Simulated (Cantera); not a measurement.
A closed system holds: 1 mol SiH2Cl2, 19 mol NH3, held at 900 K and 7.50 Torr.

Equilibrium computed with Cantera from the NASA thermochemical tables; the gas is ideal and each condensed phase is pure. Candidate condensed phases: NH4Cl, Si, Si3N4; 28 gas species. The numbers say what is thermodynamically allowed, not how fast it happens.

Base state: H2 0.725, N2 0.225, HCl 0.0508 (mole fractions); condensed: Si3N4(s).

Problem. What changes in the equilibrium state with this change: NH3 from 19 to 0.1 mol?

Solution. 
```tsv
species	before	after
H2	0.725	0.675
SiCl4	3.50e-6	0.274
SiHCl3	1.42e-7	0.0334
N2	0.225	<1e-9
HCl	0.0508	0.0157
SiCl2	<1e-9	0.000497
SiH2Cl2	<1e-9	0.000386
SiCl3	6.93e-9	0.00169
Si3N4(s), mol	0.333	0.0250
Si(s), mol	0	0.416
```
The tables' values for SiCl3 are old estimates; treat these amounts as uncertain.
